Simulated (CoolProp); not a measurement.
Saturated liquid density (kg/m³) of ammonia: the reference equation beside estimates from Tc = 132.4 °C, pc = 11.36 MPa, ω = 0.256.

Values from CoolProp's reference Helmholtz-energy equation of state, Gao 2020.

```
T (°C)  reference  van der Waals  Soave-Redlich-Kwong  Peng-Robinson
------  ---------  -------------  -------------------  -------------
-20.45      665.5          348.1                527.8          596.1
-6.05       646.8          339.0                513.1          580.2
8.35          ___          329.3                497.1          562.7
22.75       606.3          318.9                479.4          543.3
37.05       584.3          307.8                460.1          521.8
51.45       560.5          295.7                  ___          497.6
65.85       534.4          282.3                414.0            ___
80.25       505.2          267.3                  ___          438.0
```

Q: Complete the blanks.

A: 
- 8.35, reference: 627.1
- 51.45, Soave-Redlich-Kwong: 438.4
- 65.85, Peng-Robinson: 469.9
- 80.25, Soave-Redlich-Kwong: 386.1

Absolute difference from the reference over all 8 rows, mean and median: van der Waals 47.4 and 47.4 %, Soave-Redlich-Kwong 21.5 and 21.1 %, Peng-Robinson 11.1 and 10.6 %.
